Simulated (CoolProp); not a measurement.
The numbers come from the reference Helmholtz-energy equation of state, Gao 2022 in CoolProp.

Question: Give the vapour pressure (bar), enthalpy of vaporisation (kJ/kg), vapour Z of saturated n-perfluorohexane at -43.85, -26.95, -22.75 °C.

Answer: 
```tsv
T (°C)	p (bar)	enthalpy of vaporisation (kJ/kg)	vapour Z
-43.85	0.00429	110	0.999
-26.95	0.0160	106	0.997
-22.75	0.0215	105	0.997
```
